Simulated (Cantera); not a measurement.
Charge: 1 mol BN, 0.11 mol O2, equilibrated at 4.40 mbar.

These are equilibrium values from Cantera (NASA tables, ideal gas, pure condensed phases), not measurements of a reactor. Candidate condensed phases: B, BN, B2O3; 17 gas species. Mutual solubility and eutectic melting of coexisting phases are not modelled. Equilibrium is a limit: real reactors are often held back by kinetics, nucleation or transport. All values below are at 1550 K.

Base state: N2 0.986, B2O3 0.0132, B2O2 0.000898, BO 0.000135 (mole fractions); condensed: BN(s) + B2O3(l).

Q: What changes in the equilibrium state with this change: O2 from 0.11 to 2.5 mol?

A: 
```
species         before     after
------------  --------  --------
O2               <1e-9     0.765
N2               0.986     0.218
B2O3            0.0132    0.0132
NO               <1e-9   0.00156
B2O2          0.000898     <1e-9
O                <1e-9  0.000103
BO            0.000135   3.76e-8
BO2            3.88e-7   0.00139
BN(s), mol       0.853         0
B2O3(l), mol    0.0723     0.468
```
